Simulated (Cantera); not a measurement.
A closed system holds: 1 mol B, a varied amount of NH₃, 13 mol H₂, at 23.0 Pa.

Method: chemical equilibrium by Gibbs-energy minimisation in Cantera with the NASA 1993 tables (ideal gas, pure condensed phases). Candidate condensed phases: B, BN; 15 gas species. Mutual solubility and eutectic melting of coexisting phases are not modelled. Kinetics and transport are ignored.

**Question.** What condenses at these points (T in K, n(NH₃) in mol): (1350, 2.8); (1850, 1.4); (950, 2.8); (1550, 3.1); (850, 0.86); (1350, 2.1)?

**Answer.** 
```csv
T (K),n(NH₃) in mol,condensed phases,B condensed (%)
1350,2.8,BN,100.0
1850,1.4,B,99.7
950,2.8,BN,100.0
1550,3.1,BN,100.0
850,0.86,B + BN,100.0
1350,2.1,BN,100.0
```
